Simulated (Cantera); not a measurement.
## Hydrogen reduction and annealing atmospheres: CuO + H2 + H2O

Input: 1 mol CuO, 200 mol H2, 1.9 mol H2O, held at 1700 K.

Equilibrium computed with Cantera from the NASA thermochemical tables; the gas is ideal and each condensed phase is pure. Candidate condensed phases: Cu, CuO, Cu(OH)2, Cu2O, H2O; 12 gas species. Kinetics and transport are ignored.

```tsv
P (Pa)	log p H2	log p H	log p H2O	log p Cu	log p OH	log p Cu2	log p O	n Cu(l)
10	-4.01	-5.84	-5.85	-6.31	-8.96	-11.74	-10.88	0
42	-3.39	-5.53	-5.22	-5.69	-8.65	-10.49	-10.88	0
180	-2.75	-5.21	-4.59	-5.05	-8.33	-9.22	-10.88	0
750	-2.13	-4.90	-3.97	-4.43	-8.02	-7.98	-10.88	0
3200	-1.50	-4.58	-3.34	-3.80	-7.71	-6.72	-10.88	0
13000	-0.89	-4.28	-2.73	-3.80	-7.40	-6.72	-10.88	0.752
56000	-0.26	-3.96	-2.09	-3.80	-7.08	-6.72	-10.88	0.943
240000	0.37	-3.64	-1.46	-3.80	-6.77	-6.72	-10.88	0.987
1000000	0.99	-3.33	-0.84	-3.80	-6.46	-6.72	-10.88	0.997
```
log p: log10 of the partial pressure in bar; n: condensed amount in mol.

From 10.0 Pa to 3200 Pa nothing is condensed. From 13000 Pa to 1000000 Pa the condensed part is Cu(l). The main Cu-bearing gas is Cu throughout.
